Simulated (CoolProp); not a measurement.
Vapour-liquid equilibrium of dimethyl ether (1) + n-pentane (2) at 0.00887 MPa; x and y are mole fractions of (1).

Computed with CoolProp (multi-fluid Helmholtz-energy mixture model, Wu 2011 and Thol 2019; pair parameters Bell 2016).

```tsv
x	bubble temperature, mixture model (°C)	bubble temperature, Raoult's law (°C)	y, mixture model	y, Raoult's law
0.05	-27.1	-30.0	0.352	0.453
0.15	-41.0	-41.8	0.765	0.768
0.25	-51.7	-48.9	0.908	0.876
0.35	-58.7	-53.9	0.956	0.926
0.45	-62.9	-57.6	0.974	0.953
0.55	-65.2	-60.6	0.982	0.970
0.65	-66.5	-63.1	0.985	0.981
0.75	-67.2	-65.1	0.988	0.989
0.85	-67.8	-66.9	0.990	0.994
0.95	-68.7	-68.5	0.995	0.998
```

The largest gap from Raoult's law is -5.3 K in bubble temperature, at x = 0.45. No azeotrope shows between x = 0.05 and 0.95.

Pair parameters are fitted to limited data, so mixtures are less certain than the pure fluids. The gap from Raoult's law changes sign with composition, which may be real or a fault of the pair parameters; it wasn't checked against measurements.
